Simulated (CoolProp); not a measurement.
A Linde-Hampson liquefier for carbon monoxide: isothermal reversible compression at 200 K from 1 atm to 30 MPa, throttling to 1 atm, return gas leaving the recuperator 5 K below the feed. Each further row changes one setting.

Model: reference Helmholtz-energy equation of state, Lemmon 2006, in CoolProp. It is a short technical equation, of lower accuracy than the large ones.

```
case                        liquid yield per pass  compression work (kJ/kg of gas)
--------------------------  ---------------------  -------------------------------
as stated                                   0.269                              316
high pressure 60 MPa                   (withheld)                       (withheld)
warm-end temperature 230 K                  0.194                       (withheld)
warm-end gap 10 K                           0.257                              316
```

Q: Fill in the missing entries.

A: 
- high pressure 60 MPa, liquid yield per pass: 0.241
- high pressure 60 MPa, compression work (kJ/kg of gas): 370
- warm-end temperature 230 K, compression work (kJ/kg of gas): 376
